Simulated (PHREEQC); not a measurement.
Synthetic water in mg/L, 25 °C, pH 6.74, pe 9.6:

```tsv
constituent	mg/L
Na	0.0324
K	0.000155
Ca	0.0127
Mg	0.017
Cl	0.00645
S(6) as SO4	0.0413
Alkalinity as HCO3	0.146
Si as SiO2	0.000502
Sr	0.000228
Cu(2)	0.000474
```

Valence states are taken as typed.

Model: ion-association model, phreeqc.dat, run in PHREEQC.

- ionic strength = 5.08e-6 mol/kgw
- charge-balance error = 0.4 %

| species | molality | activity | log γ |
|---|---|---|---|
| HCO3- | 2.51e-6 | 2.51e-6 | -0.001 |
| Na+ | 1.41e-6 | 1.41e-6 | -0.001 |
| CO2 | 1.02e-6 | 1.02e-6 | 0.000 |
| Mg+2 | 6.99e-7 | 6.92e-7 | -0.005 |
| SO4-2 | 4.30e-7 | 4.25e-7 | -0.005 |
| Ca+2 | 3.17e-7 | 3.13e-7 | -0.005 |
| H+ | 1.82e-7 | 1.82e-7 | -0.001 |
| Cl- | 1.82e-7 | 1.82e-7 | -0.001 |
| OH- | 5.58e-8 | 5.56e-8 | -0.001 |
| H4SiO4 | 8.35e-9 | 8.35e-9 | 0.000 |
| Cu+2 | 4.43e-9 | 4.38e-9 | -0.005 |
| K+ | 3.96e-9 | 3.95e-9 | -0.001 |
| Cu(OH)2 | 2.77e-9 | 2.77e-9 | 0.000 |
| Sr+2 | 2.60e-9 | 2.57e-9 | -0.005 |

No solid was allowed to form. Complexes and solids missing from the database can't appear. The database's constant for dissolved Cu(OH)2 is higher than later reviews accept.
